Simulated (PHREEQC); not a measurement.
Nickel, zinc or cadmium bath (model solution)

Solution (25 °C and 100 atm): 0.013 mol/kgw ZnSO4, 0.0016 mol/kgw KCl and 0.17 mol/kgw FeSO4. Closed to the air; pH follows from the charge balance.

Equilibrium calculation in PHREEQC: ion-association model, phreeqc.dat.

This is a speciation only: nothing precipitates in the calculation.

Predict the pH, ionic strength.

pH 5.78; ionic strength 0.388 mol/kgw.

In which forms is Zn present?

Zn+2 37 %, ZnSO4 35 %, Zn(SO4)2-2 28 % of the Zn.

Under pressure, the constants of complexes without a molar volume in the database are unreliable.
